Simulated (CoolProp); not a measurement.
Normal hydrogen at 293.15 K and 1.31 MPa is compressed adiabatically to 5.64 MPa with isentropic efficiency 0.8. Each further row changes one setting.

The numbers come from the reference Helmholtz-energy equation of state, Leachman 2009 in CoolProp.

```json
[
 {"case": "as stated", "work (kJ/kg)": "…", "final temperature (K)": "…", "final density (kg/m³)": "…"},
 {"case": "efficiency 1", "work (kJ/kg)": "2230", "final temperature (K)": "…", "final density (kg/m³)": "3.00"},
 {"case": "efficiency 0.65", "work (kJ/kg)": "…", "final temperature (K)": "527.3", "final density (kg/m³)": "…"}
]
```

Q: Fill in the missing entries.

A: 
- as stated, work (kJ/kg): 2780
- as stated, final temperature (K): 483.2
- as stated, final density (kg/m³): 2.77
- efficiency 1, final temperature (K): 445.0
- efficiency 0.65, work (kJ/kg): 3420
- efficiency 0.65, final density (kg/m³): 2.54
